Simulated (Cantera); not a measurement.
Input: 1 mol MgSO4, 0.047 mol H2, 0.016 mol H2O, equilibrated at 8.30 mbar.

Method: chemical equilibrium by Gibbs-energy minimisation in Cantera with the NASA 1993 tables (ideal gas, pure condensed phases). Candidate condensed phases: H2O, H2SO4, Mg, MgO, Mg(OH)2, MgS, MgSO4, S; 26 gas species. Mutual solubility and eutectic melting of coexisting phases are not modelled. Kinetics and transport are ignored.

Problem. Which condensed phases are stable at each of these points (T (°C)): 827, 902, 977, 1052, 1127, 1202, 1277, 1352?

Solution. 
```csv
T (°C),condensed phases,Mg condensed (%)
827,MgO(s) + MgSO4(s),100.0
902,MgO(s),100.0
977,MgO(s),100.0
1052,MgO(s),100.0
1127,MgO(s),100.0
1202,MgO(s),100.0
1277,MgO(s),100.0
1352,MgO(s),100.0
```

At 827 °C the condensed part is MgO(s) + MgSO4(s). From 902 °C to 1352 °C the condensed part is MgO(s).
